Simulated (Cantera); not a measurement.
A closed system holds: 1 mol B₂H₆, 0.05 mol H₂O, held at 1300 °C and 143 Torr.

Method: chemical equilibrium by Gibbs-energy minimisation in Cantera with the NASA 1993 tables (ideal gas, pure condensed phases). Candidate condensed phases: B, B₂O₃, B₃O₃H₃, H₂O; 23 gas species. The feed counts by its element totals alone. The tables' values for BH₂ are old estimates; treat these amounts as uncertain. Kinetics and transport are ignored.

Base state: H₂ 0.987, HBO 0.0113, B₃O₃H₃ 0.000819, B₂O₂ 0.000805, HBO₂ 0.000218, B₂O₃ 0.000133, H 9.26e-5, BO 2.51e-5 (mole fractions); condensed: B(s).

What changes in the equilibrium state with this change: temperature from 1300 °C to 1127 °C?


```json
[
 {"species": "H₂", "before": "0.987", "after": "0.994"},
 {"species": "B₃O₃H₃", "before": "0.000819", "after": "0.00301"},
 {"species": "HBO", "before": "0.0113", "after": "0.00255"},
 {"species": "BO", "before": "2.51e-5", "after": "8.69e-7"},
 {"species": "B₂O₂", "before": "0.000805", "after": "6.54e-5"},
 {"species": "B(s), mol", "before": "1.95", "after": "1.95"},
 {"species": "B₂O₃(l), mol", "before": "0", "after": "0.00460"}
]
```
Mutual solubility and eutectic melting of coexisting phases are not modelled.
